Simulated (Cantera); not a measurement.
A closed system holds: 1 mol PbO, 2300 mol H₂, 1 mol N₂, equilibrated at 1975 K and 25000 Pa.

Cantera equilibrium calculation (NASA polynomials, part measured and part estimated; ideal gas, pure solids and liquids). Candidate condensed phases: H₂O, Pb, PbO, PbO₂, Pb₃O₄; 27 gas species. Kinetics and transport are ignored.

Base state: H₂ 0.996, H 0.00273, Pb 0.000434, N₂ 0.000434, H₂O 0.000434 (mole fractions); condensed: gas only.

Question: What changes in the equilibrium state with this change: pressure from 25000 Pa to 101000 Pa?

Answer: 
```json
[
 {"species": "H₂", "before": "0.996", "after": "0.997"},
 {"species": "H", "before": "0.00273", "after": "0.00136"},
 {"species": "Pb", "before": "0.000434", "after": "0.000434"},
 {"species": "H₂O", "before": "0.000434", "after": "0.000434"},
 {"species": "N₂", "before": "0.000434", "after": "0.000434"}
]
```

Question: What changes in the equilibrium state with this change: temperature from 1975 K to 1650 K?

Answer: 
```tsv
species	before	after
H₂	0.996	0.999
Pb	0.000434	0.000434
H₂O	0.000434	0.000434
H	0.00273	0.000182
N₂	0.000434	0.000434
```

Question: What changes in the equilibrium state with this change: temperature from 1975 K to 1275 K?

Answer: 
| species | before | after |
|---|---|---|
| H₂ | 0.996 | 0.999 |
| H₂O | 0.000434 | 0.000434 |
| Pb | 0.000434 | 0.000434 |
| H | 0.00273 | 1.47e-6 |
| N₂ | 0.000434 | 0.000434 |
